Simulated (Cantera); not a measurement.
**Transport properties of process gases**

Gas mixture: 5.59 % C₂H₆, 4.36 % CH₃OH, 42.5 % H₂O, 47.5 % CH₄, at 1330 Pa, frozen composition.

Cantera's kinetic-theory transport with the Lennard-Jones parameters of GRI-Mech 3.0, ideal gas; thermal conductivity in the mixture-averaged form. Polar gases are described roughly by these parameters. The composition is frozen, though it would react at the higher temperatures.

```tsv
T (K)	ρ (kg/m³)	cp (J/kg/K)	μ (µPa s)	λ (mW/m/K)	Pr	D (cm²/s) H	D (cm²/s) H₂O	D (cm²/s) OH
400	0.00736	2163	14.0	42.4	0.717	150	27.9	42.4
600	0.00491	2638	20.2	72.7	0.734	311	60.8	86.6
800	0.00368	3072	25.9	107	0.745	515	103	142
1000	0.00294	3448	31.1	142	0.753	756	154	207
1200	0.00245	3761	36.0	179	0.758	1030	213	282
1400	0.00210	4019	40.6	215	0.761	1340	278	365
```
D: mixture-averaged diffusion coefficient of that species in the mixture.
